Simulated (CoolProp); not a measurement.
Vapour-liquid equilibrium of n-hexane (1) + m-xylene (2) at 0.496 MPa; x and y are mole fractions of (1).

Values from CoolProp's multi-fluid Helmholtz-energy mixture model, Thol 2019 and Zhou 2012; pair parameters Bell 2016.

### Question
Give the bubble temperature and the first vapour's composition at x = 0.2, 0.65, 0.95. Is there an azeotrope?

### Answer
x = 0.2: 454.6 K, y = 0.516; x = 0.65: 417.1 K, y = 0.894; x = 0.95: 404.7 K, y = 0.985. No azeotrope shows between x = 0.05 and 0.95.

The pair parameters rest on a limited set of measurements; away from them the model extrapolates. The gap from Raoult's law changes sign with composition, which may be real or a fault of the pair parameters; it wasn't checked against measurements.
